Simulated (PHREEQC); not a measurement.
**Polishing slurry liquid: an equilibrium model**

Dissolve 0.003 mol H2SO4 per kg of water at 25 °C. Closed to the air; pH follows from the charge balance.

The numbers come from PHREEQC with the ion-association model, phreeqc.dat.

- pH = 2.32
- ionic strength = 0.00742 mol/kgw
- specific conductance = 2060 µS/cm
- total alkalinity = -6.00 meq/kg

```tsv
species	molality	activity	log γ
H+	0.00521	0.00481	-0.035
SO4-2	0.00221	0.00155	-0.154
HSO4-	0.000792	0.000723	-0.039
```

Precipitation was switched off in this run.
